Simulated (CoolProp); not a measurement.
A Linde-Hampson liquefier for methane: isothermal reversible compression at 230 K from 1 atm to 15 MPa, throttling to 1 atm, return gas leaving the recuperator 5 K below the feed. Each further row changes one setting.

Values from CoolProp's reference Helmholtz-energy equation of state, Setzmann 1991.

| case | liquid yield per pass | compression work (kJ/kg of gas) |
|---|---|---|
| as stated | (withheld) | 520 |
| high pressure 30 MPa | 0.403 | (withheld) |
| warm-end temperature 260 K | 0.240 | (withheld) |
| warm-end gap 10 K | (withheld) | 520 |

**Question.** Some entries are withheld; supply them.

**Answer.** 
- as stated, liquid yield per pass: 0.360
- high pressure 30 MPa, compression work (kJ/kg of gas): 577
- warm-end temperature 260 K, compression work (kJ/kg of gas): 620
- warm-end gap 10 K, liquid yield per pass: 0.351
